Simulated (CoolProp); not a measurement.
Properties of carbon monoxide at several states (Tc = 132.9 K, pc = 3.498 MPa, ω = 0.050).

The numbers come from the reference Helmholtz-energy equation of state, Lemmon 2006 in CoolProp. It is a short technical equation, of lower accuracy than the large ones.

| T (K) | p (MPa) | phase | Z | Joule-Thomson coefficient (K/MPa) | isothermal compressibility (1/MPa) | expansivity (1/kK) |
|---|---|---|---|---|---|---|
| 156.5 | 0.309 | gas | 0.9818 | 8.025 | 3.297 | 6.761 |
| 199.5 | 0.0186 | gas | 0.9995 | 5.343 | 53.79 | 5.021 |
| 321 | 0.155 | gas | 0.9998 | 2.177 | 6.453 | 3.127 |
